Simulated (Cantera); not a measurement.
A closed system holds: 1 mol CO, 0.32 mol O₂, 39 mol N₂, equilibrated at 1973 K and 10000 Pa.

Equilibrium computed with Cantera from the NASA thermochemical tables; the gas is ideal and each condensed phase is pure. Candidate condensed phases: C; 24 gas species. Rates play no part.

Base state: N₂ 0.975, CO₂ 0.0158, CO 0.00917, NO 9.89e-5, O₂ 3.29e-5 (mole fractions); condensed: gas only.

**Question.** What changes in the equilibrium state with this change: O₂ from 0.32 to 1.9 mol?

**Answer.** 
```
species   before     after
-------  -------  --------
N₂         0.975     0.940
O₂       3.29e-5    0.0323
CO₂       0.0158    0.0237
CO       0.00917  0.000439
O        9.84e-6  0.000308
NO       9.89e-5   0.00305
```
